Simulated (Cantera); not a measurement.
Cantera run, input and output.

```python
import numpy as np
import cantera as ct

surf = ct.Interface("diamond.yaml", "diamond_100")
gas, bulk = surf.adjacent["gas"], surf.adjacent["diamond"]
k = surf.kinetics_species_index(bulk.species_names[0])
cover = ["c6HH", "c6H*", "c6*H", "c6**", "c6HM", "c6B"]

rows, drift = [], 0.0
print(f"{'xH':>10s}{'um/h':>11s}" + "".join(f"{s:>11s}" for s in cover))
for v in [0.0001, 0.00023, 0.00051, 0.0011, 0.0026, 0.0059, 0.013, 0.03, 0.067]:
    T, P, xH, xCH3 = 923, 4900, v, 2.2e-05
    gas.TPX = T, P, {"H": xH, "CH3": xCH3, "CH4": 0.0051, "H2": 1 - xH - xCH3 - 0.0051}
    surf.TP = bulk.TP = T, P
    surf.coverages = "c6H*:0.1, c6HH:0.9"
    surf.advance_coverages(100.0)
    before = surf.coverages
    surf.advance_coverages(100.0)
    drift = max(drift, np.max(np.abs(surf.coverages - before) / (surf.coverages + 1e-9)))
    rate = surf.net_production_rates[k] * bulk.mean_molecular_weight / bulk.density * 3.6e9
    rows.append([rate, *surf[cover].coverages])
    print(f"{v:10.4g}{rate:11.4e}" + "".join(f"{x:11.3e}" for x in rows[-1][1:]))
```

Result:

```
        xH       um/h       c6HH       c6H*       c6*H       c6**       c6HM        c6B
    0.0001 2.3582e-01  5.946e-01  1.013e-02  2.623e-01  3.139e-03  1.022e-01  6.399e-10
   0.00023 3.0364e-01  6.267e-01  1.103e-02  2.856e-01  4.132e-03  5.716e-02  8.240e-10
   0.00051 3.4505e-01  6.473e-01  1.155e-02  2.992e-01  4.748e-03  2.929e-02  9.363e-10
    0.0011 3.6700e-01  6.584e-01  1.183e-02  3.063e-01  5.079e-03  1.444e-02  9.959e-10
    0.0026 3.7901e-01  6.646e-01  1.200e-02  3.101e-01  5.261e-03  6.309e-03  1.028e-09
    0.0059 3.8421e-01  6.672e-01  1.209e-02  3.117e-01  5.342e-03  2.818e-03  1.043e-09
     0.013 3.8659e-01  6.684e-01  1.219e-02  3.124e-01  5.383e-03  1.287e-03  1.049e-09
      0.03 3.8796e-01  6.689e-01  1.236e-02  3.126e-01  5.417e-03  5.593e-04  1.053e-09
     0.067 3.8914e-01  6.691e-01  1.271e-02  3.124e-01  5.461e-03  2.510e-04  1.056e-09
```

Cantera simulation using the Harris–Goodwin 1993 mechanism for the reconstructed diamond (100) surface; the numbers are that mechanism's predictions, not measurements.
